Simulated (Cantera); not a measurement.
Charge: 1 mol SiHCl3, 91 mol N2, held at 1375 °C and 100 Torr.

Equilibrium computed with Cantera from the NASA thermochemical tables; the gas is ideal and each condensed phase is pure. Candidate condensed phases: NH4Cl, Si, Si3N4; 28 gas species. The tables' values for SiCl3 are old estimates; treat these amounts as uncertain. The numbers say what is thermodynamically allowed, not how fast it happens.

Task: What is the equilibrium state?

Result: 
- x(N2) = 0.979
- x(SiCl2) = 0.00937
- x(HCl) = 0.00902
- x(SiCl3) = 0.00110
- x(H2) = 0.000863
- x(SiCl4) = 0.000286
- x(Cl) = 5.89e-5
- x(H) = 7.17e-6
- x(SiHCl3) = 4.57e-6
- gas amount = 92.92 mol
- log10 activity of Si(s) (absent) = -1.55
